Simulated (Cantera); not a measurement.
A closed system holds: 1 mol PbO, 1.5 mol O2, 0.23 mol H2.

These are equilibrium values from Cantera (NASA tables, ideal gas, pure condensed phases), not measurements of a reactor. Candidate condensed phases: H2O, Pb, PbO, PbO2, Pb3O4; 12 gas species. Equilibrium is a limit: real reactors are often held back by kinetics, nucleation or transport.

Problem. What condenses at these points (T in K, P in Pa): (675, 460); (600, 150000); (1200, 22000); (1275, 68); (600, 10); (525, 1000000); (600, 3200)?

Solution. 
| T (K) | P in Pa | condensed phases | Pb condensed (%) |
|---|---|---|---|
| 675 | 460 | PbO | 100.0 |
| 600 | 150000 | Pb3O4 | 100.0 |
| 1200 | 22000 | PbO | 99.9 |
| 1275 | 68 | gas only | 0.0 |
| 600 | 10 | PbO | 100.0 |
| 525 | 1000000 | PbO2 | 100.0 |
| 600 | 3200 | PbO | 100.0 |
